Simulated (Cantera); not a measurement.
A freely propagating, adiabatic, planar premixed flame of 27.3 % H₂, 15.0 % O₂, 54.0 % N₂, 3.82 % H₂O, unburnt at 600 K and 9.40 bar; multicomponent transport, grid criteria slope 0.08 and curve 0.16, no radiation.

Cantera simulation using the H2/O2 subset of GRI-Mech 3.0, which has no nitrogen chemistry; the numbers are that mechanism's predictions, not measurements. The hydrogen kinetics of GRI-Mech 3.0 are dated; newer H2 mechanisms differ, most at raised pressure. Burning velocities carry a grid error of a few per cent, more on coarse grids.

x: mole fraction of selected species; z is measured from the peak of heat release.

```
z (mm)    T (K)  u (m/s)     x H₂    x O₂   x H₂O   x H₂O₂       x H     x HO₂
--------  -----  -------  -------  ------  ------  -------  --------  --------
-0.0812     600     4.46    0.272   0.150  0.0382    <1e-8     <1e-8     <1e-8
-0.0541     600     4.46    0.272   0.150  0.0382  1.13e-8     <1e-8   1.17e-7
-0.0406     601     4.46    0.271   0.150  0.0383  7.04e-8     <1e-8   7.19e-7
-0.0271     605     4.46    0.265   0.151  0.0388  1.31e-6     <1e-8   1.30e-5
-0.0135     [?]     4.92      [?]   0.154     [?]      [?]       [?]       [?]
-0.00677    [?]     6.86      [?]   0.143     [?]      [?]       [?]       [?]
0          1454     9.72    0.116   0.108   0.165  4.91e-5   0.00716  0.000733
0.00677    1779     11.8   0.0650  0.0689   0.236  6.76e-6    0.0131  0.000341
0.0135     1965     13.0   0.0402  0.0463   0.274  4.53e-6    0.0136  0.000173
0.0271     2150     14.1   0.0253  0.0317   0.301  2.98e-6   0.00950   7.60e-5
0.0541     2298     15.0   0.0172  0.0257   0.318  2.03e-6   0.00472   3.48e-5
0.108      2397     15.5   0.0107  0.0224   0.331  1.45e-6   0.00202   1.69e-5
0.217      2451     15.8  0.00648  0.0206   0.339  1.13e-6  0.000898   9.94e-6
```

Question: Fill in the missing entries.

Answer: 
- -0.0135, T (K): 693
- -0.0135, x H₂: 0.231
- -0.0135, x H₂O: 0.0480
- -0.0135, x H₂O₂: 6.24e-5
- -0.0135, x H: 1.63e-5
- -0.0135, x HO₂: 0.000669
- -0.00677, T (K): 1002
- -0.00677, x H₂: 0.181
- -0.00677, x H₂O: 0.0870
- -0.00677, x H₂O₂: 0.000192
- -0.00677, x H: 0.00113
- -0.00677, x HO₂: 0.00142
